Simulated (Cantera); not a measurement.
A perfectly stirred reactor is fed with H2 : O2 = 0.24 : 1 (molar parts), at 3.83 Torr; it is held at 1225 K, and followed from long to short residence time.

Computed with Cantera and the H2/O2 subset of GRI-Mech 3.0, which has no nitrogen chemistry. Radical loss at walls, strong at low pressure, is not modelled. The temperature is held fixed by assumption; the heat of reaction is taken as removed at once.

Q: What does this change do: O2 1 to 0.36 parts?

A: 
```
quantity                  before     after
----------------------  --------  --------
x(H2) at τ = 25.0 s     0.000225  0.000642
x(O2) at τ = 25.0 s        0.784     0.498
x(H2O2) at τ = 25.0 s    7.25e-8   1.75e-7
x(O) at τ = 25.0 s       0.00138   0.00114
x(OH) at τ = 25.0 s      0.00163   0.00226
x(H2) at τ = 0.140 s     0.00525    0.0164
x(O2) at τ = 0.140 s       0.745     0.471
x(H2O2) at τ = 0.140 s   1.42e-7   3.18e-7
x(O) at τ = 0.140 s       0.0343    0.0319
x(OH) at τ = 0.140 s     0.00787    0.0113
```

Q: What does this change do: pressure from 3.83 Torr to 20.0 Torr?

A: 
```
quantity                  before     after
----------------------  --------  --------
x(H2) at τ = 25.0 s     0.000225   4.45e-5
x(O2) at τ = 25.0 s        0.784     0.785
x(H2O2) at τ = 25.0 s    7.25e-8   1.19e-7
x(O) at τ = 25.0 s       0.00138  0.000150
x(OH) at τ = 25.0 s      0.00163  0.000533
x(H2) at τ = 0.140 s     0.00525   0.00124
x(O2) at τ = 0.140 s       0.745     0.780
x(H2O2) at τ = 0.140 s   1.42e-7   5.79e-7
x(O) at τ = 0.140 s       0.0343   0.00470
x(OH) at τ = 0.140 s     0.00787   0.00303
```
